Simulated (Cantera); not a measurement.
A closed system holds: 1 mol V2O3, a varied amount of H2, 0.57 mol N2, equilibrated at 0.210 bar.

Equilibrium computed with Cantera from the NASA thermochemical tables; the gas is ideal and each condensed phase is pure. Candidate condensed phases: H2O, V, VN, VO, V2O3, V2O4, V2O5; 28 gas species. Mutual solubility and eutectic melting of coexisting phases are not modelled. VN, VO: taken at fixed stoichiometry. Condensed phases not in the tables: the oxides between V2O3 and V2O5 other than VO2, solid solutions among these carbides, nitrides and lower oxides, V2N. The numbers say what is thermodynamically allowed, not how fast it happens.

Stable condensed phases, one row left out:

```
T in °C \ n(H2) in mol
         4.9 7.8  13  20  32  51  81 130
   1725    A   A   A   A   A   B   B   B
   1650    A   A   A   A   A   B   B   B
   1575    A   A   A   A   A   A   B   B
   1500    A   A   A   A   A   A   B   B
   1425    A   A   A   A   A   A   A   B
   1350    A   A   A   A   A   A   A   A
   1275    A   A   A   A   A   A   A   A
   1200    A   A   A   A   A   A   A   A
   1125    C   C   C   A   A   A   A   A
    975    C   C   C   C   C   C   C   C
    900    C   C   C   C   C   C   C   C
    825    C   C   C   C   C   C   C   C
```

A: VO + V2O3; B: VO; C: VN + V2O3.

Task: Give the row for 1050 °C.

Result: 4.9: VN + V2O3; 7.8: VN + V2O3; 13: VN + V2O3; 20: VN + V2O3; 32: VN + V2O3; 51: VN + V2O3; 81: VO + V2O3; 130: VO + V2O3.
